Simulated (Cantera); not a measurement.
Cantera run, input and output.

```python
import numpy as np
import cantera as ct

gas = ct.Solution("gri30.yaml")
gas.TPX = 1000, 1000000, {'CH4': 1, 'C2H6': 0.13, 'C3H8': 0.031, 'O2': 3.11, 'N2': 11.7}
reactor = ct.IdealGasReactor(gas, energy="on", clone=False)
net = ct.ReactorNet([reactor])
net.rtol, net.atol = 1e-08, 1e-16
show = ['CH4', 'C2H6', 'C3H8', 'C2H4', 'CH2']
times = np.geomspace(2e-06, 2, 13)

steps = ct.SolutionArray(gas, extra=["t"])
rows = []
print(f"{'t/s':>10s}{'T/K':>9s}{'P/Pa':>11s}" + "".join(f"{s:>11s}" for s in show))
for t in times:
    while net.time < t:
        t_next = net.step()
        steps.append(gas.state, t=t_next)
    rows.append([np.interp(t, steps.t, y) for y in (steps.T, steps.P, *steps(*show).X.T)])
    print(f"{t:10.3e}{rows[-1][0]:9.1f}{rows[-1][1]:11.4g}" + "".join(f"{x:11.3e}" for x in rows[-1][2:]))
rate = np.gradient(steps.T, steps.t)
print("integrator steps:", len(steps.t))
if steps.T.max() > steps.T[0] + 200:
    print(f"time of steepest temperature rise: {steps.t[rate.argmax()]:.4e} s")
gas.TPX = 1000, 1000000, {'CH4': 1, 'C2H6': 0.13, 'C3H8': 0.031, 'O2': 3.11, 'N2': 11.7}
gas.equilibrate("UV")
print(f"equilibrium (UV): T = {gas.T:.1f} K  " + "  ".join(f"{s} {gas[s].X[0]:.3e}" for s in show))
```

It prints:

```
       t/s      T/K       P/Pa        CH4       C2H6       C3H8       C2H4        CH2
 2.000e-06   1000.0      1e+06  6.261e-02  8.140e-03  1.941e-03  3.472e-11  1.049e-22
 6.325e-06   1000.0      1e+06  6.261e-02  8.140e-03  1.941e-03  1.420e-10  1.079e-21
 2.000e-05   1000.0      1e+06  6.261e-02  8.140e-03  1.941e-03  5.639e-10  1.028e-20
 6.325e-05   1000.0      1e+06  6.261e-02  8.140e-03  1.941e-03  2.636e-09  8.452e-20
 2.000e-04   1000.0      1e+06  6.261e-02  8.140e-03  1.941e-03  1.489e-08  5.062e-19
 6.325e-04   1000.0      1e+06  6.261e-02  8.140e-03  1.941e-03  8.925e-08  2.454e-18
 2.000e-03   1000.0      1e+06  6.261e-02  8.139e-03  1.941e-03  7.198e-07  3.817e-17
 6.325e-03   1000.1      1e+06  6.260e-02  8.126e-03  1.937e-03  1.804e-05  5.598e-15
 2.000e-02   1075.5  1.079e+06  5.746e-02  5.641e-03  1.299e-03  3.133e-03  7.596e-11
 6.325e-02   2817.0   2.87e+06  3.311e-15  1.542e-28  1.840e-41  4.257e-23  7.451e-15
 2.000e-01   2817.0   2.87e+06  3.311e-15  1.542e-28  1.840e-41  4.257e-23  7.451e-15
 6.325e-01   2817.0   2.87e+06  3.311e-15  1.542e-28  1.840e-41  4.257e-23  7.451e-15
 2.000e+00   2817.0   2.87e+06  3.311e-15  1.542e-28  1.840e-41  4.257e-23  7.451e-15
integrator steps: 2507
time of steepest temperature rise: 2.0443e-02 s
equilibrium (UV): T = 2817.0 K  CH4 4.299e-15  C2H6 2.325e-28  C3H8 2.831e-41  C2H4 4.796e-23  CH2 8.962e-15
```

Model: GRI-Mech 3.0 (53 species, 325 reactions), integrated in Cantera.
